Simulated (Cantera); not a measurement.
Input (Python, Cantera) and output of one run.

```python
import numpy as np
import cantera as ct

gas_names = """
    Fe H H2 H2S N NH NH2 NH3 N2 N2H2 N2H4 S SH SN S2 S8
""".split()
cond_names = """
    Fe(a) Fe(c) Fe(d) Fe(L) FeS(a) FeS(b) FeS(c) FeS(L) FeS2(s) S(cr1) S(cr2) S(L)
""".split()


# ... load() reads the species with a 1 bar reference pressure and builds the phases ...
atoms = {
    'FeS': {'Fe': 1, 'S': 1},
    'H2': {'H': 2},
    'N2': {'N': 2},
}
top_T = {'FeS2(s)': 1010}  # K; cautious upper limits of use, not melting points


# ... equilibrate(T, P, feed) seeds the gas with the atoms and calls Mixture.equilibrate('TP', solver="vcs", rtol=1e-11, max_steps=5000) ...
results = []
feed = {'FeS': 1, 'H2': 30, 'N2': 78}  # mol
P = 1333.22  # Pa
for T in [1073, 1123, 1173, 1223, 1273, 1323, 1373]:
    mix = equilibrate(T, P, feed)
    results.append((T, P, feed, dict(zip(mix.species_names, mix.species_moles))))

top = {s: max(r[3][s] / sum(r[3][g] for g in gas_names) for r in results) for s in gas_names}
cols = sorted((s for s in top if top[s] > 1e-06), key=lambda s: -top[s])[:7]
seen = [c for c in cond_names if any(r[3].get(c, 0) > 1e-12 for r in results)]
print("log10 of partial pressures in bar; condensed amounts in mol")
print(f"{'T/K':>10s}" + "".join(f"{s[:9]:>10s}" for s in cols + seen))
for T, P, feed, n in results:
    ng = sum(n[g] for g in gas_names)
    print(f"{T:10.4g}" + "".join(f"{np.log10(max(n[s] / ng * P / 1e5, 1e-99)):10.3f}" for s in cols)
          + "".join(f"{n.get(c, 0):10.4g}" for c in seen))
```

Result:

```
log10 of partial pressures in bar; condensed amounts in mol
       T/K        N2        H2       H2S        S2        SH         H     Fe(a)     Fe(c)    FeS(c)
      1073    -2.016    -2.432    -5.154    -9.071    -8.573    -9.070    0.0568         0    0.9432
      1123    -2.016    -2.433    -5.008    -8.387    -8.070    -8.587   0.07964         0    0.9204
      1173    -2.016    -2.433    -4.875    -7.761    -7.609    -8.145    0.1086         0    0.8914
      1223    -2.016    -2.433    -4.752    -7.186    -7.186    -7.739         0     0.145     0.855
      1273    -2.016    -2.434    -4.640    -6.656    -6.797    -7.364         0    0.1906    0.8094
      1323    -2.016    -2.435    -4.537    -6.169    -6.439    -7.017         0    0.2491    0.7508
      1373    -2.017    -2.436    -4.443    -5.719    -6.107    -6.695         0    0.3292    0.6707
```

Equilibrium computed with Cantera from the NASA thermochemical tables; the gas is ideal and each condensed phase is pure. Metal and sulfide melt together well below either melting point, which pure phases cannot show. Mutual solubility and eutectic melting of coexisting phases are not modelled. FeS: taken at fixed stoichiometry. Gases not in the tables: S3 to S7.
